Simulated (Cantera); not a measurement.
# Equilibrium for tantalum, niobium, vanadium and zirconium in process gases: Ta(OEt)5 + H2O + H2

Input: 1 mol Ta(OEt)5, 0.021 mol H2O, 460 mol H2, held at 975 Torr.

Method: chemical equilibrium by Gibbs-energy minimisation in Cantera with the NASA 1993 tables (ideal gas, pure condensed phases). Candidate condensed phases: C, C6H6, C7H8, C8H18, H2O, Ta, TaC, Ta2O5; 113 gas species. The feed counts by its element totals alone. Mutual solubility and eutectic melting of coexisting phases are not modelled. TaC: taken at fixed stoichiometry. Condensed phases not in the tables: Ta2C. The numbers say what is thermodynamically allowed, not how fast it happens.

From 702 °C to 852 °C the condensed part is Ta2O5(s). At 902 °C the condensed part is TaC(s) + Ta2O5(s). From 952 °C to 1002 °C the condensed part is TaC(s).

```csv
T (°C),log p H2,log p CH4,log p CO,log p H2O,log p CO2,log p C2H4,log p H,n Ta2O5(s),n TaC(s)
702,0.10,-1.57,-2.98,-2.22,-5.10,-7.82,-8.89,0.500,0
752,0.10,-1.60,-2.56,-2.37,-4.92,-7.31,-8.31,0.500,0
802,0.10,-1.63,-2.33,-2.63,-5.03,-6.87,-7.78,0.500,0
852,0.10,-1.66,-2.22,-2.98,-5.35,-6.46,-7.30,0.500,0
902,0.10,-1.82,-1.97,-3.02,-5.20,-6.35,-6.86,0.164,0.671
952,0.11,-1.94,-1.88,-3.21,-5.37,-6.19,-6.45,0,1.00
1002,0.11,-1.95,-1.87,-3.57,-5.76,-5.86,-6.08,0,1.00
```
log p: log10 of the partial pressure in bar; n: condensed amount in mol.
